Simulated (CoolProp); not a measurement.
Vapour-liquid equilibrium of R22 (1) + R134a (2) at 249.2 K; x and y are mole fractions of (1).

Computed with CoolProp (multi-fluid Helmholtz-energy mixture model, Kamei 1995 and Tillner-Roth 1994; pair parameters Bell 2016).

```csv
x,bubble pressure (kPa),y at the bubble point,dew pressure at overall composition x (kPa),liquid density (mol/L)
0.05,118.1,0.100,114.8,13.52
0.2,136.2,0.333,125.4,13.81
0.35,152.3,0.506,137.6,14.12
0.5,167.0,0.644,151.7,14.45
0.65,180.7,0.762,167.6,14.80
0.8,193.6,0.868,185.2,15.17
0.95,206.1,0.968,203.8,15.57
```

No azeotrope shows between x = 0.05 and 0.95.

Pair parameters are fitted to limited data, so mixtures are less certain than the pure fluids.
